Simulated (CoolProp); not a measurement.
Vapour-liquid equilibrium of ethylene (1) + propylene (2) at 0.0997 MPa; x and y are mole fractions of (1).

The numbers come from the multi-fluid Helmholtz-energy mixture model, Smukala 2000 and Lemmon 2013; pair parameters Bell 2016 in CoolProp.

Q: Give the bubble temperature and the first vapour's composition at x = 0.25, 0.35, 0.55. Is there an azeotrope?

A: x = 0.25: 192.5 K, y = 0.868; x = 0.35: 186.5 K, y = 0.923; x = 0.55: 178.7 K, y = 0.969. No azeotrope shows between x = 0.05 and 0.95.

The pair parameters rest on a limited set of measurements; away from them the model extrapolates.
